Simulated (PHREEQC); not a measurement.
Solution (25 °C): 0.0021 mol HF, 0.054 mol NH4HF2, 0.0011 mol H2SiF6 and 3.4e-05 mol HCl per kg of water. Closed to the air; pH follows from the charge balance.

All values are PHREEQC results (ion-association model, phreeqc.dat), not measurements.

Precipitation was switched off in this run.

Problem. What pH, density, ionic strength does the model give?

Solution. pH 3.04; density 0.999 g/cm³; ionic strength 0.0562 mol/kgw.

Problem. In which forms is F present?

Solution. HF 42 %, F- 38 %, HF2- 14 %, SiF6-2 5.7 % of the F.

Species that the database lacks are ignored. SiF6-2 is the database's only silicon fluoride.
